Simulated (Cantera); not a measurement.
Charge: 1 mol SiCl4, 1.6 mol Cl2, 0.34 mol H2, held at 950 °C and 5.00 bar.

These are equilibrium values from Cantera (NASA tables, ideal gas, pure condensed phases), not measurements of a reactor. Candidate condensed phases: Si; 19 gas species. Rates play no part.

Base state: Cl2 0.427, SiCl4 0.340, HCl 0.231, Cl 0.00175 (mole fractions); condensed: gas only.

Question: What changes in the equilibrium state with this change: pressure from 5.00 bar to 17.0 bar?

Answer: 
```tsv
species	before	after
Cl2	0.427	0.428
SiCl4	0.340	0.340
HCl	0.231	0.231
Cl	0.00175	0.000951
```
